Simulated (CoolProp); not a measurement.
Vapour-liquid equilibrium of CHF3 (R23) (1) + R134a (2) at 1.84 bar; x and y are mole fractions of (1).

Model: multi-fluid Helmholtz-energy mixture model, Penoncello 2003 and Tillner-Roth 1994; pair parameters Bell 2016, in CoolProp.

Give the bubble temperature and the first vapour's composition at x = 0.05, 0.2, 0.575. Is there an azeotrope?

x = 0.05: 252.9 K, y = 0.307; x = 0.2: 235.4 K, y = 0.734; x = 0.575: 213.8 K, y = 0.957. No azeotrope shows between x = 0.05 and 0.95.

Pair parameters are fitted to limited data, so mixtures are less certain than the pure fluids.
